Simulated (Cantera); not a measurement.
A Cantera script and what it prints.

```python
import numpy as np
import cantera as ct

gas_names = [...]  # 113 gases of nasa_gas.yaml made of C, H, O, Ta
cond_names = """
    C(gr) C6H6(L) C7H8(L) C8H18(L),n-octa H2O(s) H2O(L) Ta(cr) Ta(L) TaC(s) TaC(L) Ta2O5(s) Ta2O5(L)
""".split()


# ... load() reads the species with a 1 bar reference pressure and builds the phases ...
atoms = {
    'Ta(OEt)5': {'Ta': 1, 'C': 10, 'H': 25, 'O': 5},
    'H2O': {'H': 2, 'O': 1},
    'H2': {'H': 2},
}
top_T = {'C(gr)': 4500}  # K; cautious upper limits of use, not melting points


# ... equilibrate(T, P, feed) seeds the gas with the atoms and calls Mixture.equilibrate('TP', solver="vcs", rtol=1e-11, max_steps=5000) ...
results = []
feed = {'Ta(OEt)5': 1, 'H2O': 0.17, 'H2': 22}  # mol
T = 1048.15  # K
for P in [0.1, 2.5, 63, 1600, 40000, 1000000]:
    mix = equilibrate(T, P, feed)
    results.append((T, P, feed, dict(zip(mix.species_names, mix.species_moles))))
    x = sorted(zip(gas.X, gas.species_names), reverse=True)
    print(f"T = {T:g} K  P = {P:g} Pa  gas = {mix.phase_moles(0):.4g} mol")
    print("   x: " + "  ".join(f"{s} {v:.3e}" for v, s in x if v > 1e-05))
    print("   condensed (mol): " + ("  ".join(f"{mix.phase(i).name} {mix.phase_moles(i):.4g}"
          for i in range(1, mix.n_phases) if mix.phase_moles(i) > 1e-12) or "none"))
```

Output:

```
T = 1048.15 K  P = 0.1 Pa  gas = 39.84 mol
   x: H2 8.702e-01  CO 1.298e-01
   condensed (mol): C(gr) 3.83  TaC(s) 1
T = 1048.15 K  P = 2.5 Pa  gas = 39.84 mol
   x: H2 8.702e-01  CO 1.298e-01
   condensed (mol): C(gr) 3.83  TaC(s) 1
T = 1048.15 K  P = 63 Pa  gas = 39.84 mol
   x: H2 8.702e-01  CO 1.298e-01  CH4 2.781e-05  H2O 1.327e-05
   condensed (mol): C(gr) 3.83  TaC(s) 1
T = 1048.15 K  P = 1600 Pa  gas = 38.46 mol
   x: H2 8.997e-01  CO 9.925e-02  CH4 7.550e-04  H2O 2.665e-04  CO2 3.487e-05
   condensed (mol): C(gr) 5.688  TaC(s) 0.464  Ta2O5(s) 0.268
T = 1048.15 K  P = 40000 Pa  gas = 36.46 mol
   x: H2 9.079e-01  CO 6.783e-02  CH4 1.922e-02  H2O 4.595e-03  CO2 4.072e-04
   condensed (mol): C(gr) 6.812  Ta2O5(s) 0.5
T = 1048.15 K  P = 1e+06 Pa  gas = 28.65 mol
   x: H2 6.578e-01  CH4 2.523e-01  H2O 4.767e-02  CO 3.885e-02  CO2 3.339e-03  C2H6 2.559e-05
   condensed (mol): C(gr) 1.562  Ta2O5(s) 0.5
```

Method: chemical equilibrium by Gibbs-energy minimisation in Cantera with the NASA 1993 tables (ideal gas, pure condensed phases). The feed counts by its element totals alone. Mutual solubility and eutectic melting of coexisting phases are not modelled. TaC: taken at fixed stoichiometry. Condensed phases not in the tables: Ta2C.
